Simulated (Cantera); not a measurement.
## Thermodynamics of chlorosilane synthesis and conversion, feed Si + HCl + H2

Charge: 1 mol Si, 1.4 mol HCl, 0.55 mol H2, held at 15.0 bar.

Method: chemical equilibrium by Gibbs-energy minimisation in Cantera with the NASA 1993 tables (ideal gas, pure condensed phases). Candidate condensed phases: Si; 19 gas species. The tables' values for SiCl3 are old estimates; treat these amounts as uncertain. Kinetics and transport are ignored.

From 625 K to 1225 K the condensed part is Si(s). The main Si-bearing gas is SiHCl3 at 625 K and SiCl4 at 1225 K. The share of Si in condensed phases is highest at 1225 K (60.4 %) and lowest at 625 K (59.2 %).

```
T (K)   x H2  x SiHCl3  x SiCl4     x HCl  x SiH2Cl2  n Si(s)
-----  -----  --------  -------  --------  ---------  -------
625    0.735     0.135    0.122   3.22e-5    0.00804    0.592
725    0.736     0.130    0.125  0.000218    0.00943    0.593
825    0.736     0.126    0.127  0.000919     0.0105    0.593
925    0.735     0.122    0.129   0.00282     0.0113    0.595
1025   0.733     0.118    0.129   0.00690     0.0119    0.597
1125   0.728     0.114    0.128    0.0143     0.0123    0.600
1225   0.720     0.108    0.125    0.0260     0.0125    0.604
```
x: gas mole fraction; n: condensed amount in mol.
